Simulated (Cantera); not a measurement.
Input: 1 mol Si, 1.7 mol H₂O, 6.8 mol H₂, equilibrated at 0.100 bar.

These are equilibrium values from Cantera (NASA tables, ideal gas, pure condensed phases), not measurements of a reactor. Candidate condensed phases: H₂O, Si, SiO₂; 18 gas species. Mutual solubility and eutectic melting of coexisting phases are not modelled. The tables hold silica as quartz up to 1696 K and as liquid above; real silica turns to tridymite and cristobalite and melts near 1996 K. Kinetics and transport are ignored.

Task: Which condensed phases are stable at each of these points (T (K)): 975, 1075, 1175, 1275, 1375, 1475, 1575, 1675?

Result: 
```csv
T (K),condensed phases,Si condensed (%)
975,Si(s) + SiO₂(β-quartz),100.0
1075,Si(s) + SiO₂(β-quartz),100.0
1175,Si(s) + SiO₂(β-quartz),100.0
1275,Si(s) + SiO₂(β-quartz),100.0
1375,Si(s) + SiO₂(β-quartz),99.6
1475,Si(s) + SiO₂(β-quartz),97.2
1575,Si(s) + SiO₂(β-quartz),83.5
1675,SiO₂(β-quartz),70.0
```

From 975 K to 1575 K the condensed part is Si(s) + SiO₂(β-quartz). At 1675 K the condensed part is SiO₂(β-quartz).
